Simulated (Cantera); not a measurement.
A closed system holds: 1 mol SiH₂Cl₂, 0.025 mol HCl, 970 mol H₂, at 1423.15 K and 12000 Pa.

These are equilibrium values from Cantera (NASA tables, ideal gas, pure condensed phases), not measurements of a reactor. Candidate condensed phases: Si; 19 gas species. The numbers say what is thermodynamically allowed, not how fast it happens.

Base state: H₂ 0.998, HCl 0.00206, H 1.92e-5, SiCl₂ 1.28e-5 (mole fractions); condensed: Si(s).

**Question.** What changes in the equilibrium state with this change: SiH₂Cl₂ replaced by Si(CH₃)₄?

**Answer.** 
```csv
species,before,after
H₂,0.998,0.999
CH₄,0,0.000456
HCl,0.00206,2.56e-5
SiCl₂,1.28e-5,<1e-9
H,1.92e-5,1.92e-5
"Si(s), mol",0.987,0
"C(graphite), mol",0,2.55
"SiC(s), mol",0,1.000
```
Further candidate phases: C, C₆H₆, C₇H₈, C₈H₁₈, SiC.
